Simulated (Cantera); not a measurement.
A closed system holds: 1 mol CCl₄, 0.092 mol H₂, equilibrated at 0.520 bar.

Cantera equilibrium calculation (NASA polynomials, part measured and part estimated; ideal gas, pure solids and liquids). Candidate condensed phases: C, C₆H₆, C₇H₈, C₈H₁₈; 103 gas species. Ions and electrons are included (thermal ionisation). The tables' values for CCl are old estimates; treat these amounts as uncertain. The numbers say what is thermodynamically allowed, not how fast it happens. All values below are at 4500 K.

Base state: Cl 0.812, C 0.112, H 0.0352, C₂ 0.0225, C₃ 0.0150, HCl 0.00193, CCl 0.000579, C₂H 0.000205 (mole fractions); condensed: gas only.

**Question.** What changes in the equilibrium state with this change: pressure from 0.520 bar to 0.120 bar?

**Answer.** 
```tsv
species	before	after
Cl	0.812	0.784
C	0.112	0.166
H	0.0352	0.0356
C₃	0.0150	0.00257
C₂	0.0225	0.0113
C₅	4.32e-5	8.59e-7
C₄	8.25e-5	4.82e-6
C₂H	0.000205	2.41e-5
Cl₂	0.000121	2.61e-5
```
